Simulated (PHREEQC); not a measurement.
Solution (25 °C): 0.0088 mol H3PO4 and 0.0041 mol NaF per kg of water. Closed to the air; pH follows from the charge balance.

Equilibrium calculation in PHREEQC: ion-association model, phreeqc.dat.

Each row changes one thing in this solution. No solid was allowed to form.

```
case                                    pH  ionic strength (mol/kgw)
------------------------------------  ----  ------------------------
as made                               2.54                   0.00719
H3PO4 from 0.0088 to 0.00088 mol/kgw  3.83                   0.00425
diluted 10-fold with water            3.22                   0.00103
NaF left out                          2.31                   0.00527
temperature from 25 to 5 °C           2.49                   0.00758
NaF from 0.0041 to 0.00369 mol/kgw    2.52                   0.00697
temperature from 25 to 90 °C          2.70                   0.00625
H3PO4 left out                        7.40                   0.00409
```

At this temperature some constants are extrapolated from 25 °C, and those without enthalpy data are left unchanged.
